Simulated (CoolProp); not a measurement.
Vapour-liquid equilibrium of R134a (1) + R227EA (2) at 0.00988 MPa; x and y are mole fractions of (1).

Computed with CoolProp (multi-fluid Helmholtz-energy mixture model, Tillner-Roth 1994 and Lemmon 2016; pair parameters Bell 2016).

```
x     bubble temperature, mixture model (°C)  bubble temperature, Raoult's law (°C)  y, mixture model  y, Raoult's law
----  --------------------------------------  -------------------------------------  ----------------  ---------------
0.05                                   -60.2                                  -59.9             0.097            0.081
0.2                               (withheld)                                  -61.3        (withheld)            0.295
0.35                              (withheld)                                  -62.6             0.497            0.475
0.5                               (withheld)                                  -63.7             0.631            0.628
0.65                              (withheld)                                  -64.8        (withheld)            0.759
0.8                                    -66.3                                  -65.8        (withheld)            0.872
0.95                                   -66.9                                  -66.7        (withheld)            0.970
```

Task: Complete the blanks.

Result: 
- 0.2, bubble temperature, mixture model (°C): -62.1
- 0.2, y, mixture model: 0.327
- 0.35, bubble temperature, mixture model (°C): -63.6
- 0.5, bubble temperature, mixture model (°C): -64.7
- 0.65, bubble temperature, mixture model (°C): -65.6
- 0.65, y, mixture model: 0.745
- 0.8, y, mixture model: 0.852
- 0.95, y, mixture model: 0.961

The largest gap from Raoult's law is -1.0 K in bubble temperature, at x = 0.35. No azeotrope shows between x = 0.05 and 0.95.

Pair parameters are fitted to limited data, so mixtures are less certain than the pure fluids.
